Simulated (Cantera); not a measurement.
Feed: 1 mol Al2O3, 9.1 mol O2, held at 2200 K and 3.60 bar.

Method: chemical equilibrium by Gibbs-energy minimisation in Cantera with the NASA 1993 tables (ideal gas, pure condensed phases). Candidate condensed phases: Al, Al2O3; 9 gas species. Equilibrium is a limit: real reactors are often held back by kinetics, nucleation or transport.

Base state: O2 0.999, O 0.00142 (mole fractions); condensed: Al2O3(s).

Q: What changes in the equilibrium state with this change: 0.068 mol N2 added?

A: 
```csv
species,before,after
O2,0.999,0.990
N2,0,0.00619
NO,0,0.00243
NO2,0,1.28e-5
O,0.00142,0.00142
"Al2O3(s), mol",1.00,1.00
```
Further candidate phases: AlN.
